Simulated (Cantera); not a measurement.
An adiabatic, constant-volume homogeneous reactor starts with 12.8 % CH₄, 18.3 % O₂, 68.8 % N₂, at 1275 K and 5.90 bar.

Computed with Cantera and GRI-Mech 3.0 (53 species, 325 reactions).

Predict: time of steepest temperature rise; temperature at 0.200 s; equilibrium temperature; x(O₂) at 0.200 s; x(H₂O₂) at 0.200 s; x(NO) at 0.200 s; x(CO₂) at 0.200 s.


```json
{
  "time_of_steepest_temperature_rise": "3.73 ms",
  "temperature at 0.200 s": "2978 K",
  "equilibrium_temperature": "2978 K",
  "x(O₂) at 0.200 s": "0.00106 (gas-phase equilibrium 0.00106)",
  "x(H₂O₂) at 0.200 s": "3.59e-7 (gas-phase equilibrium 3.59e-7)",
  "x(NO) at 0.200 s": "0.00296 (gas-phase equilibrium 0.00296)",
  "x(CO₂) at 0.200 s": "0.0342 (gas-phase equilibrium 0.0342)"
}
```
